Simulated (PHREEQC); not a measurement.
Make-up at 49 °C: 0.0068 mol CuCl2, 0.011 mol HBF4 and 0.000112 mol Na2SO4 per kg of water. Closed to the air; pH follows from the charge balance.

Model: ion-association model, phreeqc.dat, run in PHREEQC.

Precipitation was switched off in this run.

Problem. Order these F species by the share of F that they hold, largest first: BF4-, BF2(OH)2-, BF3OH-, HF, F-.

Solution. BF4- (74 %), HF (20 %), BF3OH- (3.8 %), F- (1.2 %), BF2(OH)2- (0.95 %)

The pH is 2.08 and the ionic strength 0.0293 mol/kgw. Constants without temperature data keep their 25 °C values here. Real BF4- forms and hydrolyses slowly; the run takes it at equilibrium.
